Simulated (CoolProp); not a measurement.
The numbers come from the reference Helmholtz-energy equation of state, Lemmon 2006 in CoolProp. It is a short technical equation, of lower accuracy than the large ones.

### Question
Give the vapour pressure (MPa), vapour Z, surface tension (mN/m) of saturated neopentane at 308.4, 311.2, 314.1 K.

### Answer
```
T (K)  p (MPa)  vapour Z  surface tension (mN/m)
-----  -------  --------  ----------------------
308.4    0.235     0.920                    9.94
311.2    0.255     0.915                    9.67
314.1    0.277     0.910                    9.40
```

Surface tension comes from a separate correlation (Mulero 2014).
